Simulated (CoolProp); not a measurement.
Values from CoolProp's reference Helmholtz-energy equation of state, Thol 2017.

Give the vapour pressure (MPa), enthalpy of vaporisation (kJ/kg), liquid cp (kJ/(kg K)), surface tension (mN/m) of saturated octamethyltrisiloxane (MDM) at 458.7 K.


```json
[
 {"T (K)": "458.7", "p (MPa)": "0.223", "enthalpy of vaporisation (kJ/kg)": "136", "liquid cp (kJ/(kg K))": "2.21", "surface tension (mN/m)": "4.28"}
]
```

Surface tension comes from a separate correlation (Mulero 2014), older than this fluid's equation and unchecked against measurements.
